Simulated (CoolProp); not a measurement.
Vapour-liquid equilibrium of propane (1) + isopentane (2) at 0.0337 MPa; x and y are mole fractions of (1).

Computed with CoolProp (multi-fluid Helmholtz-energy mixture model, Lemmon 2009 and Lemmon 2006; pair parameters Kunz 2012).

```json
[
 {"x": "0.05", "bubble temperature (°C)": "-16.4", "y at the bubble point": "0.539", "dew temperature at overall composition x (°C)": "-1.7", "liquid density (mol/L)": "9.189"},
 {"x": "0.2", "bubble temperature (°C)": "-38.2", "y at the bubble point": "0.881", "dew temperature at overall composition x (°C)": "-5.4", "liquid density (mol/L)": "9.889"},
 {"x": "0.35", "bubble temperature (°C)": "-47.5", "y at the bubble point": "0.944", "dew temperature at overall composition x (°C)": "-9.7", "liquid density (mol/L)": "10.54"},
 {"x": "0.5", "bubble temperature (°C)": "-53.1", "y at the bubble point": "0.969", "dew temperature at overall composition x (°C)": "-14.8", "liquid density (mol/L)": "11.24"},
 {"x": "0.65", "bubble temperature (°C)": "-57.2", "y at the bubble point": "0.983", "dew temperature at overall composition x (°C)": "-21.4", "liquid density (mol/L)": "11.99"},
 {"x": "0.8", "bubble temperature (°C)": "-60.6", "y at the bubble point": "0.992", "dew temperature at overall composition x (°C)": "-30.7", "liquid density (mol/L)": "12.76"},
 {"x": "0.95", "bubble temperature (°C)": "-63.5", "y at the bubble point": "0.998", "dew temperature at overall composition x (°C)": "-48.6", "liquid density (mol/L)": "13.51"}
]
```

No azeotrope shows between x = 0.05 and 0.95.

The pair parameters rest on a limited set of measurements; away from them the model extrapolates.
